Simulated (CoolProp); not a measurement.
Saturated liquid density (kg/m³) of acetone: the reference equation beside estimates from Tc = 235.0 °C, pc = 4.692 MPa, ω = 0.307.

Model: reference Helmholtz-energy equation of state, Lemmon 2006, in CoolProp. It is a short technical equation, of lower accuracy than the large ones.

| T (°C) | reference | van der Waals | Soave-Redlich-Kwong |
|---|---|---|---|
| 71.75 | 730.0 | 374.9 | … |
| 82.55 | 716.6 | 368.2 | 560.4 |
| 93.35 | 702.7 | 361.2 | 548.6 |
| 104.15 | 688.2 | 354.0 | 536.1 |
| 115.05 | 673.1 | 346.3 | 522.7 |
| 125.85 | 657.4 | 338.3 | 508.4 |
| 136.65 | 640.9 | 329.8 | 493.1 |
| 147.45 | 623.5 | 320.9 | 476.7 |
| 158.35 | 604.7 | 311.2 | 458.7 |
| 169.15 | 584.7 | 300.9 | 439.2 |
| 179.95 | 563.0 | 289.7 | 417.8 |
| 190.75 | 538.8 | 277.4 | … |
| 201.65 | 511.1 | 263.2 | … |

Q: What belongs in the gaps?

A: 
- 71.75, Soave-Redlich-Kwong: 571.5
- 190.75, Soave-Redlich-Kwong: 393.9
- 201.65, Soave-Redlich-Kwong: 366.4

Absolute difference from the reference over all 13 rows, mean and median: van der Waals 48.6 and 48.5 %, Soave-Redlich-Kwong 23.8 and 23.1 %.
